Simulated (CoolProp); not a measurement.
A simple Rankine cycle with water: condensing at 300.15 K, boiler at 0.367 MPa, turbine inlet 418.7 K, turbine efficiency 0.7, pump efficiency 0.7, no recuperator. Each further row changes one setting.

Values from CoolProp's reference Helmholtz-energy equation of state, Wagner 2002.

| case | thermal efficiency (%) | net work (kJ/kg) | heat in (kJ/kg) | turbine exit temperature (K) | volume ratio over the turbine |
|---|---|---|---|---|---|
| as stated | 17.7 | 465 | 2630 | 300.2 | 67.8 |
| turbine inlet 438.7 K | 17.7 | 474 | 2680 | 300.2 | 65.3 |
| condensing temperature 292.15 K | 18.8 | 502 | 2670 | 292.1 | 106 |
| boiler pressure 0.257 MPa | 16.4 | 433 | 2640 | 300.2 | 47.8 |
| turbine efficiency 0.6 | 15.1 | 398 | 2630 | 300.2 | 69.8 |

The expansion ends wet for: as stated; turbine inlet 438.7 K; condensing temperature 292.15 K; boiler pressure 0.257 MPa; turbine efficiency 0.6.
